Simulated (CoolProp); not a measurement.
The numbers come from the reference Helmholtz-energy equation of state, Thol 2017 in CoolProp.

Give the vapour pressure (MPa), liquid density (kg/m³), enthalpy of vaporisation (kJ/kg), vapour Z of saturated decamethyltetrasiloxane (MD2M) at 399.6, 406, 412.4 K.


| T (K) | p (MPa) | liquid density (kg/m³) | enthalpy of vaporisation (kJ/kg) | vapour Z |
|---|---|---|---|---|
| 399.6 | 0.0133 | 745 | 154 | 0.985 |
| 406 | 0.0168 | 739 | 152 | 0.982 |
| 412.4 | 0.0209 | 732 | 150 | 0.978 |
